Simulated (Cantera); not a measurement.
Thermodynamics of aluminium and copper etching, feed Al + Cl2

Feed: 1 mol Al, 2.1 mol Cl2, held at 1100 °C.

These are equilibrium values from Cantera (NASA tables, ideal gas, pure condensed phases), not measurements of a reactor. Candidate condensed phases: Al, AlCl3; 8 gas species. The tables' values for AlCl2 are old estimates; treat these amounts as uncertain. The numbers say what is thermodynamically allowed, not how fast it happens.

From 1.00e-5 bar to 1.00 bar nothing is condensed. The main Al-bearing gas is AlCl3 throughout.

```csv
P (Pa),x AlCl3,x Cl,x Cl2,x Al2Cl6,x AlCl2,x AlCl
1,0.457,0.538,0.00547,5.29e-9,0.000112,3.60e-7
5.20,0.466,0.508,0.0254,2.86e-8,2.32e-5,1.52e-8
27,0.495,0.417,0.0886,1.68e-7,5.80e-6,8.91e-10
140,0.541,0.268,0.191,1.04e-6,1.90e-6,8.74e-11
720,0.580,0.143,0.277,6.15e-6,7.45e-7,1.25e-11
3700,0.604,0.0684,0.328,3.42e-5,3.14e-7,2.14e-12
19000,0.615,0.0314,0.354,0.000182,1.36e-7,<1e-12
100000,0.619,0.0139,0.366,0.000973,5.87e-8,<1e-12
```
x: gas mole fraction; nothing condenses.
